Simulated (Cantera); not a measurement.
A freely propagating, adiabatic, planar premixed flame of CH4 : O2 : N2 = 1 : 2.9 : 10.9 (molar parts), equivalence ratio 0.69, unburnt at 548 K and 100000 Pa; multicomponent transport, grid criteria slope 0.08 and curve 0.16, no radiation.

Computed with Cantera and GRI-Mech 3.0 (53 species, 325 reactions). Burning velocities carry a grid error of a few per cent, more on coarse grids.

**Question.** Predict: laminar burning velocity; thermal thickness; peak x(C2H4); peak x(CH2); peak x(CH2O).

**Answer.** 
```json
{
 "laminar_burning_velocity": "69.6 cm/s",
 "thermal_thickness": "0.453 mm",
 "peak x(C2H4)": "0.000221",
 "peak x(CH2)": "1.66e-5",
 "peak x(CH2O)": "0.000891"
}
```
